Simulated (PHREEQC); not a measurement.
**Buffer: an equilibrium model**

Solution (25 °C): 5.6 mmol/kgw H3PO4 and 74 mmol/kgw Na2SO4. Closed to the air; pH follows from the charge balance.

All values are PHREEQC results (ion-association model, phreeqc.dat), not measurements.

Each row changes one thing in this solution. Precipitation was switched off in this run.

```csv
case,pH,ionic strength (mol/kgw),Na+ (mol/kgw),SO4-2 (mol/kgw),NaSO4- (mol/kgw),H2PO4- (mol/kgw)
as made,2.86,0.197,0.136,0.0590,0.0119,0.00488
H3PO4 from 0.0056 to 0.0112 mol/kgw,2.59,0.197,0.137,0.0569,0.0115,0.00882
H3PO4 replaced by K2HPO4 at the same molality,9.03,0.212,0.136,0.0609,0.0119,?
H3PO4 from 0.0056 to 0.00056 mol/kgw,?,0.197,0.136,?,0.0123,?
Na2SO4 from 0.074 to 0.74 mol/kgw,3.10,1.53,1.14,0.390,0.345,0.00532
Na2SO4 from 0.074 to 0.0074 mol/kgw,2.56,0.0238,?,0.00610,0.000248,0.00415
```

### Question
What belongs in the gaps?

### Answer

- H3PO4 replaced by K2HPO4 at the same molality, H2PO4- (mol/kgw): 3.03e-5
- H3PO4 from 0.0056 to 0.00056 mol/kgw, pH: 3.81
- H3PO4 from 0.0056 to 0.00056 mol/kgw, SO4-2 (mol/kgw): 0.0614
- H3PO4 from 0.0056 to 0.00056 mol/kgw, H2PO4- (mol/kgw): 0.000550
- Na2SO4 from 0.074 to 0.0074 mol/kgw, Na+ (mol/kgw): 0.0146

The ionic strength passes 0.7 mol/kgw, the rough limit of the ion-association models, in Na2SO4 from 0.074 to 0.74 mol/kgw.
